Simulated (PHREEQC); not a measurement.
Consider water at 25 °C and 50 atm with 120 mmol/kgw KF. Closed to the air; pH follows from the charge balance.

All values are PHREEQC results (ion-association model, phreeqc.dat), not measurements.

```tsv
quantity	before	after
pH	8.06	12.64
HF (mol/kgw)	1.11e-6	2.76e-11
HF2- (mol/kgw)	4.98e-7	1.23e-11
```

Task: Name the change that produced these shifts.
(A) KF replaced by (CH3)4NF at the same molality
(B) 0.064 mol/kgw TMAH added
(C) KF from 0.12 to 0.132 mol/kgw
(D) diluted 100-fold with water
(E) KF from 0.12 to 0.012 mol/kgw

Result: B, 0.064 mol/kgw TMAH added

This is a speciation only: nothing precipitates in the calculation. Under pressure, the constants of complexes without a molar volume in the database are unreliable. (CH3)4N+ isn't in the database: it is added as a free cation with an ion size of 4 Å.
